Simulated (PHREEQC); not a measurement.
A PHREEQC input (ion-association model, phreeqc.dat):

```
SOLUTION 1
  temp 25
  units mg/L
  pH 7.22
  pe 10.4
  Na 61.2
  K 23.7
  Ca 63.3
  Mg 21.2
  Cl 148
  S(6) 22.4 as SO4
  Alkalinity 211 as HCO3
  Sr 0.258
  Cd 0.496
END
USE solution 1
EQUILIBRIUM_PHASES 1
  Gypsu 0 0
  CO2(g) -2.5 10
END
```

It stops with these messages:

```
ERROR: Phase not found in database, Gypsu.
ERROR: Calculations terminating due to input errors.
```

The fault: the phase Gypsum misspelt. The line should read `Gypsum` where the input has `Gypsu`. With the mend the run ends at pH 7.80 and ionic strength 0.0105 mol/kgw.
